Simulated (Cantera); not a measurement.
Input: 1 mol Al(CH3)3, 0.61 mol N2O, 42 mol N2, held at 21000 Pa.

Cantera equilibrium calculation (NASA polynomials, part measured and part estimated; ideal gas, pure solids and liquids). Candidate condensed phases: Al, AlN, Al2O3, C, C6H6, C7H8, C8H18, H2O; 148 gas species. The feed counts by its element totals alone. Mutual solubility and eutectic melting of coexisting phases are not modelled. Rates play no part. All values below are at 1323 K.

Base state: N2 0.901, H2 0.0958, CO 0.00335, HCN 7.53e-5, CH4 1.31e-5 (mole fractions); condensed: AlN(s) + Al2O3(s) + C(graphite).

Q: What changes in the equilibrium state with this change: Al(CH3)3 replaced by AlCl3?

A: 
```csv
species,before,after
N2,0.901,0.971
AlCl3,0,0.0135
Cl2,0,0.0121
H2,0.0958,0
Cl,0,0.00364
CO,0.00335,0
HCN,7.53e-5,0
CH4,1.31e-5,0
"AlN(s), mol",0.698,0
"Al2O3(s), mol",0.151,0.203
"C(graphite), mol",2.84,0
```
Further candidate phases: AlCl3.
